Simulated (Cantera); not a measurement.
**CaSO₄ + H₂ + H₂O (calcination and drying)**

Charge: 1 mol CaSO₄, a varied amount of H₂, 0.24 mol H₂O, held at 1598 K and 0.0133 bar.

Cantera equilibrium calculation (NASA polynomials, part measured and part estimated; ideal gas, pure solids and liquids). Candidate condensed phases: Ca, CaO, Ca(OH)₂, CaS, CaSO₄, H₂O, H₂SO₄, S; 25 gas species. Mutual solubility and eutectic melting of coexisting phases are not modelled. Equilibrium is a limit: real reactors are often held back by kinetics, nucleation or transport.

From 0.56 mol H₂ to 1.7 mol H₂ the condensed part is CaO(s). From 2 mol H₂ to 3.8 mol H₂ the condensed part is CaO(s) + CaS(s). The main Ca-bearing gas is Ca(OH)₂ throughout.

```tsv
n(H₂) (mol)	log p H₂O	log p SO₂	log p H₂	log p O₂	log p S₂	log p SO	n CaO(s)	n CaS(s)
0.56	-2.28	-2.18	-6.05	-2.84	<-13	-6.57	1.000	0
0.86	-2.17	-2.21	-5.67	-3.37	-13.70	-6.34	1.000	0
1.2	-2.14	-2.28	-3.21	-8.24	-4.11	-3.97	1.000	0
1.5	-2.12	-2.38	-3.00	-8.62	-3.53	-3.88	1.000	0
1.7	-2.11	-2.44	-2.91	-8.76	-3.37	-3.87	1.000	0
2	-2.09	-2.54	-2.82	-8.92	-3.25	-3.89	0.991	0.00882
2.3	-2.07	-2.61	-2.78	-8.97	-3.30	-3.94	0.907	0.0933
2.6	-2.06	-2.70	-2.73	-9.02	-3.36	-3.99	0.823	0.177
2.9	-2.04	-2.78	-2.69	-9.08	-3.41	-4.05	0.742	0.258
3.2	-2.03	-2.87	-2.65	-9.14	-3.47	-4.11	0.663	0.337
3.5	-2.03	-2.96	-2.62	-9.20	-3.54	-4.17	0.586	0.414
3.8	-2.03	-3.06	-2.58	-9.27	-3.60	-4.24	0.513	0.487
```
log p: log10 of the partial pressure in bar; n: condensed amount in mol.
